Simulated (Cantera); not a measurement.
Charge: 1 mol PbO, 2.1 mol CO, 2.6 mol H2, held at 2073.15 K and 0.290 bar.

Cantera equilibrium calculation (NASA polynomials, part measured and part estimated; ideal gas, pure solids and liquids). Gases not in the tables: (PbO)n polymers. The numbers say what is thermodynamically allowed, not how fast it happens.

| species | before | after |
|---|---|---|
| H2 | 0.311 | 0.329 |
| CO | 0.336 | 0.327 |
| Pb | 0.175 | 0.166 |
| CO2 | 0.0318 | 0.0454 |
| H2O | 0.143 | 0.132 |
| OH | 0.000142 | 6.29e-7 |
| H | 0.00273 | 4.34e-5 |
| PbO | 0.000472 | 4.03e-5 |
| Pb2 | 3.75e-5 | 0.000108 |
| Pb(l), mol | 0 | 0.0640 |
Gas species are given as mole fractions.

**Question.** What was changed between the two runs?
(A) H2 from 2.6 to 6.9 mol
(B) temperature from 2073.15 K to 1573.15 K
(C) H2 from 2.6 to 0.13 mol
(D) temperature from 2073.15 K to 1998.15 K

**Answer.** B, temperature from 2073.15 K to 1573.15 K
